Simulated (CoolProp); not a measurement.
Vapour pressure (bar) of ethylene: the reference equation beside estimates from Tc = 282.4 K, pc = 50.42 bar, ω = 0.087. Clausius-Clapeyron is anchored at 232.3 K with a constant enthalpy of vaporisation of 10.10 kJ/mol.

Computed with CoolProp (reference Helmholtz-energy equation of state, Smukala 2000).

```
T (K)  reference  Lee-Kesler  Clausius-Clapeyron  Redlich-Kwong  Soave-Redlich-Kwong  Peng-Robinson
-----  ---------  ----------  ------------------  -------------  -------------------  -------------
224.7      11.17       11.18               11.86          11.94                11.26          11.17
228.5      12.60       12.61               12.98          13.45                12.71          12.60
232.3      14.15       14.16               14.15          15.08                14.30          14.17
236.1      15.85       15.85               15.40          16.85                16.02          15.87
239.9      17.68       17.67               16.71          18.74                17.88          17.71
243.7      19.66       19.65               18.08          20.78                19.89          19.71
247.5      21.80       21.78               19.52          22.96                22.07          21.87
251.3      24.10       24.07               21.02          25.29                24.40          24.19
255.1      26.58       26.54               22.59          27.78                26.90          26.69
258.9      29.23       29.19               24.23          30.42                29.58          29.37
262.7      32.08       32.04               25.93          33.22                32.45          32.24
```

Absolute difference from the reference over all 11 rows, mean and median: Lee-Kesler 0.1 and 0.1 %, Clausius-Clapeyron 9.1 and 8.0 %, Redlich-Kwong 5.5 and 5.7 %, Soave-Redlich-Kwong 1.1 and 1.2 %, Peng-Robinson 0.3 and 0.3 %.
